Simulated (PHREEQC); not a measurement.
0.15 g of hydrous ferric oxide (600 m²/g; 0.2 weak and 0.005 strong sites per Fe, Dzombak-Morel constants, diffuse double layer) in 1 kg of water with 0.05 mol/kgw of an inert sodium salt and 0.065 mmol/kgw CuSO4, at 25 °C; the pH is set by adding NaOH or the inert anion's acid. O2 is buffered at 0.21 atm. The system is closed to CO2. Precipitation was switched off in this run.

Base run: PHREEQC, ion-association model, wateq4f.dat. Each further column changes one thing. The table gives Cu sorbed (%).

```
pH  base  no electrostatic term (-no_edl)  background salt from 0.05 to 0.005 mol/kgw  oxide from 0.15 to 0.75 g/kgw  0.001 mol/kgw NiCl2 added
--  ----  -------------------------------  ------------------------------------------  -----------------------------  -------------------------
4    1.5                              1.7                                         1.8                            6.8                        1.5
5   24.7                             32.8                                        26.8                           69.3                       24.1
6   90.1                             96.8                                        91.5                           99.0                       89.0
7   99.4                             99.9                                        99.3                          100.0                       97.9
8   99.4                             99.8                                        99.3                          100.0                       69.1
9   99.1                             96.6                                        99.2                          100.0                        3.6
10  98.3                             40.6                                        98.9                           99.9                        0.2
```

The database's constant for dissolved Cu(OH)2 is higher than later reviews accept. In at least one series the solution becomes supersaturated in solids that the run did not let form, among them Cu(OH)2.
